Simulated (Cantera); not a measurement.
A freely propagating, adiabatic, planar premixed flame of H2 : O2 : N2 = 1 : 0.278 : 1.04 (molar parts), equivalence ratio 1.8, unburnt at 650 K and 1.00 bar; mixture-averaged transport, grid criteria slope 0.08 and curve 0.16, no radiation.

Computed with Cantera and the H2/O2 subset of GRI-Mech 3.0, which has no nitrogen chemistry. Burning velocities carry a grid error of a few per cent, more on coarse grids.

x: mole fraction of selected species; z is measured from the peak of heat release.

| z (mm) | T (K) | u (m/s) | x H2 | x O2 | x HO2 | x OH | x H | x H2O2 |
|---|---|---|---|---|---|---|---|---|
| -1.39 | 650 | 10.5 | 0.431 | 0.120 | <1e-8 | <1e-8 | <1e-8 | <1e-8 |
| -0.930 | 650 | 10.5 | 0.431 | 0.120 | <1e-8 | <1e-8 | <1e-8 | <1e-8 |
| -0.697 | 650 | 10.5 | 0.431 | 0.120 | <1e-8 | <1e-8 | <1e-8 | <1e-8 |
| -0.465 | 650 | 10.5 | 0.431 | 0.120 | 1.13e-6 | <1e-8 | 2.67e-7 | <1e-8 |
| -0.232 | 668 | 10.7 | 0.428 | 0.120 | 0.000210 | 6.82e-5 | 0.000440 | 2.08e-6 |
| -0.116 | 851 | 13.4 | 0.399 | 0.114 | 0.000150 | 0.000617 | 0.00996 | 5.61e-6 |
| 0 | 1259 | 19.3 | 0.285 | 0.0729 | 6.52e-5 | 0.00301 | 0.0589 | 2.29e-6 |
| 0.116 | 1547 | 23.5 | 0.185 | 0.0173 | 1.52e-5 | 0.00608 | 0.0981 | 1.32e-6 |
| 0.232 | 1670 | 25.2 | 0.167 | 0.00439 | 3.72e-6 | 0.00710 | 0.0990 | 8.59e-7 |
| 0.465 | 1794 | 26.8 | 0.172 | 0.00199 | 1.61e-6 | 0.00791 | 0.0857 | 5.29e-7 |
| 0.930 | 1928 | 28.5 | 0.181 | 0.00138 | 1.07e-6 | 0.00816 | 0.0685 | 2.91e-7 |
| 1.86 | 2059 | 30.1 | 0.190 | … | … | 0.00763 | … | … |
| 3.72 | 2175 | 31.5 | 0.198 | 0.000467 | 3.87e-7 | 0.00641 | 0.0365 | 8.34e-8 |

Question: Fill in the missing entries.

Answer: 
- 1.86, x O2: 0.000865
- 1.86, x HO2: 6.69e-7
- 1.86, x H: 0.0516
- 1.86, x H2O2: 1.55e-7
